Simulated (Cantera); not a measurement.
Charge: 1 mol Cu2O, 0.4 mol H2, 18 mol N2, equilibrated at 0.218 Torr.

These are equilibrium values from Cantera (NASA tables, ideal gas, pure condensed phases), not measurements of a reactor. Candidate condensed phases: Cu, CuO, Cu(OH)2, Cu2O, H2O; 27 gas species. Rates play no part. All values below are at 1600 K.

Base state: N2 0.869, Cu 0.0965, H2O 0.0191, O2 0.0141, NO 0.000527, OH 0.000302, O 0.000101, H2 6.26e-5 (mole fractions); condensed: gas only.

Problem. What changes in the equilibrium state with this change: Cu2O replaced by Fe2O3?

Solution. 
| species | before | after |
|---|---|---|
| N2 | 0.869 | 0.977 |
| H2O | 0.0191 | 0.0213 |
| O2 | 0.0141 | 0.000568 |
| Cu | 0.0965 | 0 |
| Fe | 0 | 2.83e-5 |
| Cu2 | 4.86e-5 | 0 |
| CuO | 3.37e-5 | 0 |
| FeO | 0 | 1.03e-5 |
| FeO(s), mol | 0 | 0.251 |
| Fe3O4(s), mol | 0 | 0.583 |
Mutual solubility and eutectic melting of coexisting phases are not modelled. The tables' stoichiometric FeO is somewhat more stable than real wüstite, so its field is too wide. FeO: taken at fixed stoichiometry. Further candidate phases: Fe, FeO, Fe(OH)2, Fe(OH)3, Fe2O3, Fe3O4.
